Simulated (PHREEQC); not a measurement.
PHREEQC input (ion-association model, wateq4f.dat):

```
SOLUTION_MASTER_SPECIES
  An  An-  0  An  62.0  # stands for a non-complexing anion
SOLUTION_SPECIES
  An- = An-
    -log_k 0
    -gamma 3.0 0
PHASES
  Fix_H+
    H+ = H+
    -log_k 0
SOLUTION 1
  temp 25
  units mmol/kgw
  pH 7 charge
  Cl 1.62
  Pb 0.81
  Na 300
  An 300
END
SELECTED_OUTPUT 1
  -reset false
  -pH true
  -pe true
  -ionic_strength true
  -water true
  -totals Cl Na Pb
  -molalities Hfo_wOH Hfo_wOH2+ Hfo_wO- Hfo_sOH Hfo_sOH2+ Hfo_sO- Hfo_sOPb+ Hfo_wOPb+
  -saturation_indices Pb(OH)2 Cotunnite Laurionite Halite
USER_PUNCH 1
  -headings sigma psi
  10 PUNCH EDL("sigma", "Hfo"), EDL("psi", "Hfo")
PRINT
  -reset false
USE solution 1
SURFACE 1
  Hfo_wOH 0.00168539 600 0.75
  Hfo_sOH 4.21348e-05
EQUILIBRIUM_PHASES 1
  Fix_H+ -4 HAn 10
    -force_equality true
  O2(g) -0.68 10
END
# ... the last block is repeated for the other 12 points of pH, with NaOH or the acid as the point needs
```

Selected output (columns that matter, 11 of 13 rows; pH added in front):

```
pH	mu	Cl	Na	Pb	m_Hfo_wOH	m_Hfo_wOH2+	m_Hfo_wO-	m_Hfo_sOH	m_Hfo_sOH2+	si_Pb(OH)2	si_Cotunnite	si_Halite	sigma	psi
4	0.30321	0.00162	0.3	0.00076522	9.6836e-05	0.0015849	1.3554e-07	5.0589e-08	8.2798e-07	-3.8215	-4.8153	-5.2065	0.3496	0.12281
4.67	0.30284	0.00162	0.3	0.00070802	0.00029427	0.0013297	1.4918e-06	9.235e-09	4.1731e-08	-2.5153	-4.8485	-5.2061	0.30669	0.11624
5.33	0.30173	0.00162	0.3	0.00038205	0.00053064	0.00076045	8.4827e-06	2.5882e-09	3.709e-09	-1.4636	-5.1135	-5.2044	0.25301	0.1067
6.67	0.30123	0.00162	0.30081	1.2098e-05	0.00071328	0.00010155	0.00011477	1.7762e-09	2.5289e-10	-0.2973	-6.6236	-5.2014	0.16826	0.086756
7.33	0.30133	0.00162	0.30103	1.9773e-06	0.0006228	3.3802e-05	0.00026288	1.5304e-09	8.306e-11	0.1863	-7.46	-5.2011	0.12414	0.07249
8	0.30143	0.00162	0.30124	4.2182e-07	0.00046285	1.1053e-05	0.00044402	1.135e-09	2.7105e-11	0.6726	-8.3137	-5.2008	0.080755	0.053948
8.67	0.30152	0.00162	0.30141	1.6766e-07	0.00030675	3.5491e-06	0.00060737	7.5198e-10	8.7004e-12	1.1661	-9.1602	-5.2006	0.044172	0.03293
9.33	0.30161	0.00162	0.30157	1.5096e-07	0.00017994	1.0068e-06	0.0007367	4.411e-10	2.4681e-12	1.7133	-9.9331	-5.2004	0.015896	0.012551
10.67	0.30235	0.00162	0.30239	4.9484e-06	2.9016e-05	2.1588e-08	0.00089341	7.1577e-11	5.3255e-14	3.3793	-10.947	-5.1994	-0.018947	-0.014883
11.33	0.30501	0.0016199	0.30509	7.039e-05	1.5951e-05	5.9973e-09	0.00097193	4.3041e-11	1.6182e-14	3.8965	-11.751	-5.1961	-0.049822	-0.03639
12	0.31761	0.00162	0.3177	0.00031549	2.4106e-05	1.1012e-08	0.0012089	1.0028e-10	4.5811e-14	3.4442	-13.547	-5.1815	-0.15319	-0.081029
```

Along this series the solution becomes supersaturated in solids that the run did not let form, among them Pb(OH)2.
